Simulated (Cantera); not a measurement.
Input: 1 mol SiHCl3, 4.2 mol H2, held at 1175 K and 23.0 mbar.

Equilibrium computed with Cantera from the NASA thermochemical tables; the gas is ideal and each condensed phase is pure. Candidate condensed phases: Si; 19 gas species. The tables' values for SiCl3 are old estimates; treat these amounts as uncertain. Equilibrium is a limit: real reactors are often held back by kinetics, nucleation or transport.

Base state: H2 0.780, HCl 0.0903, SiCl4 0.0764, SiCl2 0.0238, SiHCl3 0.0156, SiCl3 0.0136, SiH2Cl2 0.000407 (mole fractions); condensed: Si(s).

Question: What changes in the equilibrium state with this change: temperature from 1175 K to 2150 K?

Answer: 
| species | before | after |
|---|---|---|
| H2 | 0.780 | 0.627 |
| HCl | 0.0903 | 0.200 |
| SiCl2 | 0.0238 | 0.129 |
| H | 7.14e-7 | 0.0220 |
| SiCl4 | 0.0764 | 3.49e-6 |
| SiHCl3 | 0.0156 | 5.63e-6 |
| SiCl3 | 0.0136 | 0.000696 |
| Si | <1e-9 | 0.00976 |
| SiCl | 8.97e-9 | 0.00566 |
| SiH | <1e-9 | 0.000573 |
| Si2 | <1e-9 | 0.000141 |
| Cl | 7.22e-8 | 0.00513 |
| Si(s), mol | 0.268 | 0 |
| Si(l), mol | 0 | 0.0675 |
The tables' values for SiCl, SiCl3 are old estimates; treat these amounts as uncertain. Gases not in the tables: Si2H6 and higher silanes.
